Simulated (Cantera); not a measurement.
An adiabatic, constant-pressure homogeneous reactor starts with H2 : O2 : N2 = 1 : 0.877 : 3.3 (molar parts), at 1400 K and 24.0 bar.

Detailed kinetics in Cantera: GRI-Mech 3.0 (53 species, 325 reactions). The hydrogen kinetics of GRI-Mech 3.0 are dated; newer H2 mechanisms differ, most at raised pressure. The pressure lies above the range GRI-Mech 3.0 was tuned for (to about 10 atm).

Task: Predict: time of steepest temperature rise; temperature at 8.00 s; equilibrium temperature; x(H2) at 8.00 s; x(O2) at 8.00 s; x(H) at 8.00 s; x(N2O) at 8.00 s; x(O) at 8.00 s.

Result: time of steepest temperature rise: 2.26 µs
temperature at 8.00 s: 2647 K
equilibrium temperature: 2647 K
x(H2) at 8.00 s: 0.00186 (gas-phase equilibrium 0.00186)
x(O2) at 8.00 s: 0.0697 (gas-phase equilibrium 0.0697)
x(H) at 8.00 s: 0.000412 (gas-phase equilibrium 0.000412)
x(N2O) at 8.00 s: 4.08e-6 (gas-phase equilibrium 4.08e-6)
x(O) at 8.00 s: 0.00156 (gas-phase equilibrium 0.00156)
